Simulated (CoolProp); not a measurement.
A single-stage vapour-compression cycle with n-butane: evaporating at 321.15 K (dew point), condensing at 379.15 K (bubble point), superheat 2 K, subcooling 2 K, compressor efficiency 0.8, no pressure losses. Each further row changes one setting.

Computed with CoolProp (reference Helmholtz-energy equation of state, Bücker 2006).

```tsv
case	cooling COP	pressure ratio	discharge temperature (K)	refrigerating effect (kJ/kg)	volumetric capacity (kJ/m³)
as stated	2.88	3.64	379.1	182	2100
evaporating temperature 326.15 K	3.33	3.20	379.1	189	2480
condensing temperature 374.15 K	3.35	?	374.2	198	2280
subcooling 7 K	?	3.64	379.1	198	2280
superheat 12 K	3.01	3.64	385.3	202	2220
compressor efficiency 0.7	?	3.64	379.8	182	2100
```

Some entries are withheld; supply them.


- condensing temperature 374.15 K, pressure ratio: 3.31
- subcooling 7 K, cooling COP: 3.13
- compressor efficiency 0.7, cooling COP: 2.52

The compression ends wet for: as stated; evaporating temperature 326.15 K; condensing temperature 374.15 K; subcooling 7 K.
